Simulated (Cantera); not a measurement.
A perfectly stirred reactor is fed with H2 : O2 : N2 = 0.61 : 1 : 3.7 (molar parts), equivalence ratio 0.30, at 11000 Pa; it is held at 823 K, and followed from long to short residence time.

Detailed kinetics in Cantera: GRI-Mech 3.0 (53 species, 325 reactions). Radical loss at walls, strong at low pressure, is not modelled. Below about 950 K walls govern HO2 and H2O2 in real vessels. The temperature is held fixed by assumption; the heat of reaction is taken as removed at once.

```csv
quantity,before,after
x(H2) at τ = 0.830 s,0.0225,0.0102
x(O2) at τ = 0.830 s,0.148,0.0998
x(H) at τ = 0.830 s,1.25e-5,1.58e-5
x(NO) at τ = 0.830 s,4.48e-10,1.05e-9
x(NO2) at τ = 0.830 s,2.58e-11,2.69e-11
x(H2) at τ = 62.0 ms,0.0329,0.0204
x(O2) at τ = 62.0 ms,0.153,0.104
x(H) at τ = 62.0 ms,0.000152,0.000183
x(NO) at τ = 62.0 ms,3.47e-9,5.46e-9
x(NO2) at τ = 62.0 ms,1.78e-11,1.41e-11
```

### Question
Which change was made?
A. temperature 823 to 1400 K
B. O2 1 to 0.24 parts
C. temperature 823 to 1148 K
D. N2 3.7 to 6 parts

### Answer
D, N2 3.7 to 6 parts
